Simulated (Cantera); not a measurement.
**Diamond growth**

A diamond (100) surface in a fixed gas of H2 with x(CH4) = 0.011, x(H) = 0.038, at 925 K, 7800 Pa; coverages are run to steady state.

Model: the Harris–Goodwin 1993 mechanism for the reconstructed diamond (100) surface, integrated in Cantera.

| x(CH3) | growth (µm/h) | θ c6HH | θ c6H* | θ c6*H | θ c6** | θ c6HM |
|---|---|---|---|---|---|---|
| 1e-06 | 0.0285 | 0.667 | 0.0128 | 0.314 | 0.00555 | 1.99e-5 |
| 2.2e-06 | 0.0626 | 0.667 | 0.0128 | 0.314 | 0.00555 | 4.39e-5 |
| 4.8e-06 | 0.137 | 0.667 | 0.0128 | 0.314 | 0.00555 | 9.57e-5 |
| 1.1e-05 | 0.313 | 0.667 | 0.0128 | 0.314 | 0.00555 | 0.000219 |
| 2.3e-05 | 0.654 | 0.667 | 0.0128 | 0.314 | 0.00554 | 0.000458 |
| 5.1e-05 | 1.45 | 0.667 | 0.0128 | 0.314 | 0.00554 | 0.00102 |
| 0.00011 | 3.12 | 0.666 | 0.0128 | 0.313 | 0.00553 | 0.00219 |
| 0.00025 | 7.07 | 0.663 | 0.0127 | 0.312 | 0.00550 | 0.00495 |
| 0.00055 | 15.4 | 0.658 | 0.0126 | 0.310 | 0.00545 | 0.0108 |
θ: site fractions in the mechanism's names (c6HH fully hydrogenated, c6H* and c6*H radical sites, c6** diradical, c6HM methylated).
